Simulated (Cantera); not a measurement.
## Thermodynamics of hydrogen reduction and annealing atmospheres, feed Fe₂O₃ + H₂ + N₂

Charge: 1 mol Fe₂O₃, a varied amount of H₂, 2.9 mol N₂, at 1925 K and 1580 Torr.

Equilibrium computed with Cantera from the NASA thermochemical tables; the gas is ideal and each condensed phase is pure. Candidate condensed phases: Fe, FeO, Fe(OH)₂, Fe(OH)₃, Fe₂O₃, Fe₃O₄, H₂O; 27 gas species. Each liquid is taken as pure. Mutual solubility and eutectic melting of coexisting phases are not modelled. The tables' stoichiometric FeO is somewhat more stable than real wüstite, so its field is too wide. FeO: taken at fixed stoichiometry. Equilibrium is a limit: real reactors are often held back by kinetics, nucleation or transport.

From 2.1 mol H₂ to 2.8 mol H₂ the condensed part is FeO(l). From 3.9 mol H₂ to 7.3 mol H₂ the condensed part is Fe(l) + FeO(l). From 10 mol H₂ to 89 mol H₂ the condensed part is Fe(l). The main Fe-bearing gas is Fe(OH)₂ at 2.1 mol H₂ and Fe at 89 mol H₂.

```
n(H₂) (mol)   x H₂    x N₂   x H₂O       x H     x Fe  n FeO(l)  n Fe(l)
-----------  -----  ------  ------  --------  -------  --------  -------
2.1          0.220   0.580   0.200  0.000309  3.69e-5      2.00        0
2.8          0.315   0.509   0.175  0.000371  6.03e-5      2.00        0
3.9          0.391   0.426   0.182  0.000413  7.22e-5      1.76    0.236
5.3          0.441   0.354   0.205  0.000438  7.22e-5      1.32    0.679
7.3          0.488   0.284   0.227  0.000461  7.22e-5     0.686     1.31
10           0.542   0.225   0.232  0.000486  7.22e-5         0     2.00
14           0.650   0.172   0.177  0.000532  7.22e-5         0     2.00
19           0.730   0.132   0.137  0.000564  7.22e-5         0     2.00
25           0.788   0.104   0.107  0.000586  7.22e-5         0     2.00
35           0.844  0.0765  0.0791  0.000606  7.22e-5         0     2.00
48           0.883  0.0569  0.0589  0.000620  7.22e-5         0     2.00
65           0.912  0.0427  0.0442  0.000630  7.22e-5         0     2.00
89           0.935  0.0315  0.0326  0.000638  7.22e-5         0     1.99
```
x: gas mole fraction; n: condensed amount in mol.
